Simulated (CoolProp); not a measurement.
Saturated liquid density (kg/m³) of carbon monoxide: the reference equation beside estimates from Tc = 132.9 K, pc = 3498 kPa, ω = 0.050. Rackett uses Z = 0.29056 − 0.08775 ω.

Model: reference Helmholtz-energy equation of state, Lemmon 2006, in CoolProp. It is a short technical equation, of lower accuracy than the large ones.

```csv
T (K),reference,Rackett,van der Waals,Redlich-Kwong,Soave-Redlich-Kwong,Peng-Robinson
97.8,716.9,728.8,489.8,704.6,704.3,798.0
101.1,699.5,711.6,477.7,682.9,683.3,774.5
104.4,681.2,693.6,464.9,659.9,661.0,749.3
107.6,662.3,675.1,451.6,636.0,637.8,723.0
110.9,641.6,654.8,437.0,609.7,612.0,693.5
114.2,619.3,632.9,421.2,581.2,584.0,661.3
117.5,594.9,609.0,403.9,550.1,553.2,625.6
120.8,567.6,582.1,384.5,515.6,518.8,585.6
124,537.2,552.0,363.0,477.5,480.6,540.8
```

Absolute difference from the reference over all 9 rows, mean and median: Rackett 2.1 and 2.1 %, van der Waals 32.0 and 31.9 %, Redlich-Kwong 5.6 and 5.0 %, Soave-Redlich-Kwong 5.2 and 4.6 %, Peng-Robinson 7.2 and 8.1 %.
